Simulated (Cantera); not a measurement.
# Nitride etching: BN + H2O + H2

Charge: 1 mol BN, 0.12 mol H2O, 16 mol H2, at 1400 K and 0.133 bar.

Cantera equilibrium calculation (NASA polynomials, part measured and part estimated; ideal gas, pure solids and liquids). Candidate condensed phases: B, BN, B2O3, B3O3H3, H2O; 39 gas species. Mutual solubility and eutectic melting of coexisting phases are not modelled. The numbers say what is thermodynamically allowed, not how fast it happens.

```json
{
  "x(H2)": "0.996",
  "x(N2)": "0.00225",
  "x(HBO2)": "0.000596",
  "x(H2O)": "0.000542",
  "x(HBO)": "0.000307",
  "x(B2O3)": "1.80e-5",
  "x(H)": "1.33e-5",
  "x(B3O3H3)": "2.58e-6",
  "n(BN(s))": "0.927 mol",
  "n(B2O3(l))": "0.0287 mol",
  "gas_amount": "16.16 mol",
  "log10 activity of B(s) (absent)": "-2.99",
  "log10 activity of B3O3H3(s) (absent)": "-10.41"
}
```
